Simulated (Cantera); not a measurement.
Ignition delay

Mixture: CH₄ : O₂ : N₂ : CO₂ = 1 : 2 : 7.52 : 2.2 (molar parts), equivalence ratio 1.0, at 6080 Torr, adiabatic and at constant volume. Ignition delay is the time to a rise of 400 K.

Detailed kinetics in Cantera: GRI-Mech 3.0 (53 species, 325 reactions).

| T0 (K) | delay (ms) |
|---|---|
| 1250 | 4.02 |
| 1325 | 1.73 |
| 1400 | 0.780 |
| 1475 | 0.367 |
| 1550 | 0.179 |

```yaml
apparent activation energy between 1400 and 1550 K: 180 kJ/mol
```
